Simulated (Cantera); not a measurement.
Mixture: 14.4 % H2, 11.4 % O2, 74.2 % N2, at 10.0 bar, adiabatic and at constant pressure. Ignition delay is the time to a rise of 400 K.

Model: the H2/O2 subset of GRI-Mech 3.0, which has no nitrogen chemistry, integrated in Cantera. The hydrogen kinetics of GRI-Mech 3.0 are dated; newer H2 mechanisms differ, most at raised pressure. Where the delays flatten at high temperature, the 400 K rule measures the pace of heat release, not the induction time.

**Question.** Predict: delay at 1175 K; delay at 1325 K; delay at 1475 K; delay at 1625 K; delay at 1775 K.

**Answer.** 
```
Item               Result
---------------  --------
delay at 1175 K  0.194 ms
delay at 1325 K   6.00 µs
delay at 1475 K   2.65 µs
delay at 1625 K   1.73 µs
delay at 1775 K   1.37 µs
```
